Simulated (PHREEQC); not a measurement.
1 kg of water holding 0.012 mol/kgw KHCO3, 0.015 mol/kgw KCl, 0.058 mol/kgw K2CO3 and 0.014 mol/kgw K2SO4 is evaporated at 25 °C; the solids stay in contact with the brine. CO2 from the air is kept out. Solids allowed: Arcanite, Kalicinite, Misenite, Sylvite. Others were left out.

The series has 24 steps of water left (kg), from 1 to 0.011.

The numbers come from PHREEQC with the Pitzer model, pitzer.dat.

Which solids form, in which order, and at which step of the series does each first stand?

Arcanite from water left = 0.06419 kg (pH 10.39); Kalicinite from water left = 0.011 kg (pH 11.33); Sylvite from water left = 0.011 kg (pH 11.33).
